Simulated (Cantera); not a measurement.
## Ignition delay

Mixture: 3.81 % CH4, 0.179 % C2H6, 20.1 % O2, 75.9 % N2, equivalence ratio 0.41, at 750 Torr, adiabatic and at constant volume. Ignition delay is the time to a rise of 400 K.

Model: GRI-Mech 3.0 (53 species, 325 reactions), integrated in Cantera.

```tsv
T0 (K)	delay (ms)
1150	17.6
1225	6.60
1300	2.62
1375	1.12
1450	0.514
1525	0.260
1600	0.145
1675	0.0877
```

```json
{
 "apparent activation energy between 1525 and 1675 K": "150 kJ/mol"
}
```
